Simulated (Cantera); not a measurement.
An isothermal, constant-pressure homogeneous reactor starts with 2.50 % C₂H₆, 97.5 % H₂, at 1175 K and 1.01 bar.

Model: GRI-Mech 3.0 (53 species, 325 reactions), integrated in Cantera. GRI-Mech 3.0 stops at C3 and has no aromatics, soot or wall deposition, so with more carbon than oxygen in the feed, carbon stays in small species such as C2H2 where larger ones or solid carbon would form.

x: mole fraction; the columns are a selection and need not sum to one.

```tsv
t (s)	x C₂H₆	x H₂	x H	x C₂H₂	x C₂H₄	x CH₃	x CH₂
9.00e-5	0.0250	0.975	5.00e-7	1.75e-11	8.24e-6	1.04e-7	<1e-12
0.000441	0.0248	0.975	2.11e-6	8.80e-9	0.000194	3.66e-7	<1e-12
0.00216	___	0.975	3.47e-6	___	___	___	1.41e-12
0.0106	0.0142	0.974	3.27e-6	3.17e-5	0.00944	6.20e-7	1.06e-12
0.0520	0.00451	0.973	2.50e-6	0.000285	0.0171	4.05e-7	<1e-12
0.255	0.00291	0.970	2.14e-6	0.000766	0.0150	5.70e-7	<1e-12
1.25	0.00167	0.961	1.65e-6	0.000549	0.00871	9.25e-7	<1e-12
6.12	0.000460	0.953	8.80e-7	0.000149	0.00241	7.67e-7	<1e-12
30.0	___	0.950	___	___	___	___	<1e-12
```

Q: Some entries are withheld; supply them.

A: 
- 0.00216, x C₂H₆: 0.0225
- 0.00216, x C₂H₂: 1.21e-6
- 0.00216, x C₂H₄: 0.00219
- 0.00216, x CH₃: 7.99e-7
- 30.0, x C₂H₆: 3.86e-5
- 30.0, x H: 2.75e-7
- 30.0, x C₂H₂: 1.33e-5
- 30.0, x C₂H₄: 0.000212
- 30.0, x CH₃: 2.71e-7
